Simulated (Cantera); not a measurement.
Input: 1 mol AlCl3, 8.5 mol O2, 2.4 mol H2, at 775 K and 1.00 bar.

These are equilibrium values from Cantera (NASA tables, ideal gas, pure condensed phases), not measurements of a reactor. Candidate condensed phases: Al, AlCl3, Al2O3, H2O; 29 gas species. Condensed phases not in the tables: AlOCl. Kinetics and transport are ignored.

Base state: O2 0.635, H2O 0.179, Cl2 0.0953, HCl 0.0901 (mole fractions); condensed: Al2O3(s).

Q: What changes in the equilibrium state with this change: temperature from 775 K to 1698 K?

A: 
```csv
species,before,after
O2,0.635,0.643
HCl,0.0901,0.234
H2O,0.179,0.0969
Cl2,0.0953,0.00808
Cl,1.59e-6,0.0171
OH,<1e-9,0.000467
O,<1e-9,3.51e-5
"Al2O3(s), mol",0.500,0.500
```
Gases not in the tables: Al(OH)3.
